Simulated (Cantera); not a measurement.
Cantera run:

```python
import numpy as np
import cantera as ct

gas_names = """
    Cu CuF CuF2 Cu2 F F2 H HF H2 H2F2 H3F3 H4F4 H5F5 H6F6 H7F7 N NF NF2 NF3 NH NH2 NH3 N2 N2H2 N2H4
""".split()
cond_names = """
    Cu(cr) Cu(L) CuF2(s) CuF2(L)
""".split()


def load(file, names, dense=False):
    # The tables refer to 1 bar. Condensed volumes are neglected.
    table = {s.name: s for s in ct.Species.list_from_file(file)}
    out = []
    for n in names:
        d = dict(table[n].input_data)
        d["thermo"] = dict(d["thermo"], **{"reference-pressure": 1e5})
        if dense:
            d["equation-of-state"] = {"model": "constant-volume", "density": "1e6 g/cm^3"}
        out.append(ct.Species.from_dict(d))
    return out


gas = ct.Solution(thermo="ideal-gas", species=load("nasa_gas.yaml", gas_names))
cond = {s.name: ct.Solution(thermo="fixed-stoichiometry", species=[s], name=s.name)
        for s in load("nasa_condensed.yaml", cond_names, dense=True)}
atoms = {
    'CuF2': {'Cu': 1, 'F': 2},
    'H2': {'H': 2},
    'N2': {'N': 2},
}
top_T = {}  # K; cautious upper limits of use, not melting points


def equilibrate(T, P, feed):
    n = {}
    for name, mol in feed.items():
        for a, k in atoms[name].items():
            n[a] = n.get(a, 0.0) + k * mol
    gas.TPX = T, P, n
    mass = sum(n.values()) * gas.mean_molecular_weight
    gas.equilibrate("TP")
    valid = [c for c in cond.values() if c.min_temp <= T <= top_T.get(c.name, c.max_temp)]
    mix = ct.Mixture([(gas, mass / gas.mean_molecular_weight)] + [(c, 0.0) for c in valid])
    mix.T, mix.P = T, P
    mix.equilibrate("TP", solver="vcs", rtol=1e-11, max_steps=5000)
    return mix


results = []
feed = {'CuF2': 1, 'H2': 46, 'N2': 7.3}  # mol
T = 1323  # K
P = 0.86  # Pa
mix = equilibrate(T, P, feed)
results.append((T, P, feed, dict(zip(mix.species_names, mix.species_moles))))
print(gas.report(threshold=0.001))
for i in range(1, mix.n_phases):
    print(f"{mix.phase(i).name:16s} {mix.phase_moles(i):12.5e} mol")
```

It prints:

```
       temperature   1323 K
          pressure   0.86 Pa
           density   5.6365e-07 kg/m^3
  mean mol. weight   7.2095 kg/kmol
   phase of matter   gas

                          1 kg             1 kmol
                     ---------------   ---------------
          enthalpy        3.7532e+06        2.7059e+07  J
   internal energy        2.2274e+06        1.6059e+07  J
           entropy             39853        2.8732e+05  J/K
    Gibbs function       -4.8973e+07       -3.5307e+08  J
 heat capacity c_p              4404             31750  J/K
 heat capacity c_v            3250.7             23436  J/K

                      mass frac. Y      mole frac. X     chem. pot. / RT
                     ---------------   ---------------   ---------------
                Cu           0.15927          0.018069           -6.7877
                HF           0.10032           0.03615           -63.186
                H2           0.22743           0.81331           -30.115
                N2           0.51282           0.13198           -39.323
     [  +21 minor]        0.00017255        0.00049622

Cu(cr)            0.00000e+00 mol
CuF2(L)           0.00000e+00 mol
```

Method: chemical equilibrium by Gibbs-energy minimisation in Cantera with the NASA 1993 tables (ideal gas, pure condensed phases).
